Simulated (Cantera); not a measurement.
What does this Cantera script print?

```python
import numpy as np
import cantera as ct

gas_names = [...]  # 123 gases of nasa_gas.yaml made of C, H, O, Si
cond_names = """
    C(gr) C6H6(L) C7H8(L) C8H18(L),n-octa H2O(s) H2O(L) Si(cr) Si(L) SiC(b) SiO2(Lqz) SiO2(hqz) SiO2(L)
""".split()


# ... load() reads the species with a 1 bar reference pressure and builds the phases ...
atoms = {
    'Si2H6': {'Si': 2, 'H': 6},
    'CO2': {'C': 1, 'O': 2},
    'H2': {'H': 2},
    'O3': {'O': 3},
}
top_T = {'C(gr)': 4500, 'SiC(b)': 3050}  # K; cautious upper limits of use, not melting points


# ... equilibrate(T, P, feed) seeds the gas with the atoms and calls Mixture.equilibrate('TP', solver="vcs", rtol=1e-11, max_steps=5000) ...
results = []
feed = {'Si2H6': 1, 'CO2': 21, 'H2': 0.12, 'O3': 0.059}  # mol
T = 850  # K
P = 100000  # Pa
mix = equilibrate(T, P, feed)
results.append((T, P, feed, dict(zip(mix.species_names, mix.species_moles))))
x = sorted(zip(gas.X, gas.species_names), reverse=True)
print(f"T = {T:g} K  P = {P:g} Pa  gas = {mix.phase_moles(0):.4g} mol")
print("   x: " + "  ".join(f"{s} {v:.3e}" for v, s in x if v > 1e-05))
print("   condensed (mol): " + ("  ".join(f"{mix.phase(i).name} {mix.phase_moles(i):.4g}"
      for i in range(1, mix.n_phases) if mix.phase_moles(i) > 1e-12) or "none"))
```

It prints:

```
T = 850 K  P = 100000 Pa  gas = 23.41 mol
   x: CO2 6.898e-01  CO 1.789e-01  H2O 7.210e-02  H2 5.711e-02  CH4 2.029e-03
   condensed (mol): C(gr) 0.6132  SiO2(hqz) 2
```

These are equilibrium values from Cantera (NASA tables, ideal gas, pure condensed phases), not measurements of a reactor. The feed counts by its element totals alone.
